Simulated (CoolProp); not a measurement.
Properties of toluene along the isotherm 620 K (Tc = 591.7 K, pc = 4126 kPa, ω = 0.266).

The numbers come from the reference Helmholtz-energy equation of state, Lemmon 2006 in CoolProp. It is a short technical equation, of lower accuracy than the large ones.

| p (kPa) | phase | viscosity (µPa s) | conductivity (mW/(m K)) | fugacity coefficient |
|---|---|---|---|---|
| 65.2 | gas | 14.2 | 43.5 | 0.9950 |
| 98.4 | gas | 14.2 | 43.5 | 0.9925 |
| 148 | gas | 14.2 | 43.5 | 0.9887 |
| 224 | gas | 14.2 | 43.5 | 0.9830 |
| 338 | gas | 14.2 | 43.5 | 0.9744 |
| 510 | gas | 14.2 | 43.6 | 0.9614 |
| 769 | gas | 14.3 | 43.7 | 0.9421 |
| 1160 | gas | 14.3 | 43.8 | 0.9132 |
| 1750 | gas | 14.5 | 44.2 | 0.8704 |
| 2640 | gas | 15.0 | 45.5 | 0.8071 |
| 3980 | gas | 16.6 | 50.9 | 0.7141 |
| 6010 | supercritical | 37.2 | 76.7 | 0.5726 |
| 9070 | supercritical | 59.5 | 80.1 | 0.4308 |
| 13700 | supercritical | 74.0 | 84.3 | 0.3361 |
| 20600 | supercritical | 88.1 | 88.9 | 0.2794 |

Viscosity comes from a separate model (Avgeri 2015). Thermal conductivity comes from a separate model (Assael 2012).
